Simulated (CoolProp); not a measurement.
Aqueous lithium chloride as a coolant, at 12 °C, 1 atm.

Values from CoolProp's Melinder's fits for secondary coolants.

| mass % | freezing point (°C) | Prandtl number | conductivity (W/(m K)) | viscosity (mPa s) | cp (kJ/(kg K)) |
|---|---|---|---|---|---|
| 2.4 | -2.0 | 9.36 | 0.578 | 1.33 | 4.055 |
| 4.5 | -4.4 | 9.78 | 0.573 | 1.42 | 3.940 |
| 6.5 | -7.0 | 10.2 | 0.569 | 1.52 | 3.834 |
| 8.6 | -10.0 | 10.8 | 0.564 | 1.63 | 3.725 |
| 10.7 | -13.5 | 11.4 | 0.560 | 1.76 | 3.620 |
| 12.8 | -17.9 | 12.0 | 0.556 | 1.90 | 3.518 |
| 14.8 | -23.3 | 12.8 | 0.551 | 2.06 | 3.425 |
| 16.9 | -30.5 | 13.6 | 0.547 | 2.24 | 3.331 |
| 19 | -39.3 | 14.6 | 0.543 | 2.44 | 3.246 |
| 21.1 | -49.2 | 15.8 | 0.539 | 2.68 | 3.173 |
| 23.2 | -59.3 | 17.2 | 0.535 | 2.95 | 3.116 |
